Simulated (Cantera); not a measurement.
Input: 1 mol K₂CO₃, 0.51 mol H₂O, held at 1.00 Torr.

Equilibrium computed with Cantera from the NASA thermochemical tables; the gas is ideal and each condensed phase is pure. Candidate condensed phases: C, C₆H₆, C₇H₈, C₈H₁₈, H₂O, K, KOH, KO₂, K₂CO₃, K₂O, K₂O₂; 116 gas species. The numbers say what is thermodynamically allowed, not how fast it happens.

**Question.** At 1150 K, list the 6 most abundant gas species with their mole fractions, and the condensed phases.

**Answer.** H₂O 0.520, KOH 0.317, CO₂ 0.160, K 0.00111, K₂(OH)₂ 0.000734, O₂ 0.000279. Condensed: K₂CO₃(s).
